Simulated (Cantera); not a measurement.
Input (Python, Cantera):

```python
import numpy as np
import cantera as ct

surf = ct.Interface("diamond.yaml", "diamond_100")
gas, bulk = surf.adjacent["gas"], surf.adjacent["diamond"]
k = surf.kinetics_species_index(bulk.species_names[0])
cover = ["c6HH", "c6H*", "c6*H", "c6**", "c6HM", "c6B"]

rows, drift = [], 0.0
print(f"{'T':>10s}{'um/h':>11s}" + "".join(f"{s:>11s}" for s in cover))
for v in [925, 975, 1025, 1075, 1125, 1175, 1225, 1275, 1325, 1375]:
    T, P, xH, xCH3 = v, 2500, 0.00062, 0.0006
    gas.TPX = T, P, {"H": xH, "CH3": xCH3, "CH4": 0.0022, "H2": 1 - xH - xCH3 - 0.0022}
    surf.TP = bulk.TP = T, P
    surf.coverages = "c6H*:0.1, c6HH:0.9"
    surf.advance_coverages(100.0)
    before = surf.coverages
    surf.advance_coverages(100.0)
    drift = max(drift, np.max(np.abs(surf.coverages - before) / (surf.coverages + 1e-9)))
    rate = surf.net_production_rates[k] * bulk.mean_molecular_weight / bulk.density * 3.6e9
    rows.append([rate, *surf[cover].coverages])
    print(f"{v:10.4g}{rate:11.4e}" + "".join(f"{x:11.3e}" for x in rows[-1][1:]))
```

It prints:

```
         T       um/h       c6HH       c6H*       c6*H       c6**       c6HM        c6B
       925 2.5740e+00  3.778e-01  6.734e-03  1.732e-01  2.315e-03  3.456e-01  6.985e-09
       975 3.1419e+00  4.102e-01  1.033e-02  2.274e-01  3.897e-03  2.603e-01  8.526e-09
      1025 2.9478e+00  4.578e-01  1.571e-02  3.003e-01  6.394e-03  1.554e-01  7.999e-09
      1075 2.0409e+00  4.921e-01  2.218e-02  3.730e-01  9.569e-03  6.753e-02  5.538e-09
      1125 1.2720e+00  4.952e-01  2.821e-02  4.223e-01  1.267e-02  2.365e-02  3.452e-09
      1175 9.3043e-01  4.820e-01  3.348e-02  4.505e-01  1.539e-02  7.745e-03  2.525e-09
      1225 8.4092e-01  4.669e-01  3.822e-02  4.663e-01  1.774e-02  2.553e-03  2.282e-09
      1275 7.9092e-01  4.555e-01  4.257e-02  4.747e-01  1.983e-02  8.594e-04  2.146e-09
      1325 6.2117e-01  4.491e-01  4.659e-02  4.779e-01  2.170e-02  2.947e-04  1.686e-09
      1375 3.6414e-01  4.475e-01  5.023e-02  4.769e-01  2.303e-02  1.060e-04  9.881e-10
```

Computed with Cantera and the Harris–Goodwin 1993 mechanism for the reconstructed diamond (100) surface.
